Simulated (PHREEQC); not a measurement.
Make-up at 70 °C: 0.16 mol HF, 0.0001 mol NH4F and 0.08 mol (NH4)2SiF6 per kg of water. Closed to the air; pH follows from the charge balance.

The numbers come from PHREEQC with the ion-association model, phreeqc.dat.

No solid was allowed to form.

### Question
Order these F species by the share of F that they hold, largest first: HF2-, HF, SiF6-2, F-.

### Answer
SiF6-2 (75 %), HF (23 %), HF2- (1.4 %), F- (1.1 %)

The pH is 2.05 and the ionic strength 0.252 mol/kgw. Constants without temperature data keep their 25 °C values here. SiF6-2 is the database's only silicon fluoride.
